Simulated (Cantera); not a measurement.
**MgCO3 + H2S + O2 (roasting and sulfation)**

Feed: 1 mol MgCO3, 0.11 mol H2S, 0.041 mol O2, at 0.100 bar.

Cantera equilibrium calculation (NASA polynomials, part measured and part estimated; ideal gas, pure solids and liquids). Candidate condensed phases: C, C6H6, C7H8, C8H18, H2O, H2SO4, Mg, MgCO3, MgO, Mg(OH)2, MgS, MgSO4, S; 130 gas species. Gases not in the tables: S3 to S7. Equilibrium is a limit: real reactors are often held back by kinetics, nucleation or transport.

```
T (K)  x CO2   x H2O      x CO    x SO2    x S2    x H2S      x H2  n MgO(s)
-----  -----  ------  --------  -------  ------  -------  --------  --------
773    0.868  0.0640  0.000495  0.00524  0.0279   0.0316  0.000187      1.00
823    0.865  0.0666   0.00139  0.00469  0.0293   0.0288  0.000386      1.00
873    0.862  0.0692   0.00333  0.00457  0.0305   0.0257  0.000714      1.00
923    0.857  0.0720   0.00687  0.00498  0.0319   0.0223   0.00118      1.00
973    0.849  0.0750    0.0123  0.00609  0.0331   0.0185   0.00175      1.00
1023   0.839  0.0778    0.0196  0.00809  0.0339   0.0147   0.00238      1.00
1073   0.828  0.0801    0.0288   0.0112  0.0340   0.0114   0.00302      1.00
1123   0.814  0.0818    0.0397   0.0154  0.0332  0.00873   0.00365      1.00
1173   0.798  0.0830    0.0525   0.0208  0.0315  0.00661   0.00428      1.00
1223   0.781  0.0836    0.0669   0.0274  0.0290  0.00497   0.00491      1.00
1273   0.761  0.0838    0.0829   0.0349  0.0258  0.00372   0.00551      1.00
```
x: gas mole fraction; n: condensed amount in mol.

From 773 K to 1273 K the condensed part is MgO(s).
